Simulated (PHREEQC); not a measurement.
A solution holds 0.002 mol KOH, 0.067 mol AlCl3, 0.03 mol HF and 6e-05 mol KCl per kg of water, at 20 °C. Closed to the air; pH follows from the charge balance.

Equilibrium calculation in PHREEQC: ion-association model, phreeqc.dat.

Precipitation was switched off in this run.

**Question.** Estimate the pH, ionic strength.

**Answer.** pH 1.66; ionic strength 0.343 mol/kgw.

**Question.** In which forms is Al present?

**Answer.** Al+3 57 %, AlF+2 42 %, AlF2+ 1.4 % of the Al.

Complexes and solids missing from the database can't appear. Fluoro complexes past AlF4- and FeF3 are missing from the database.
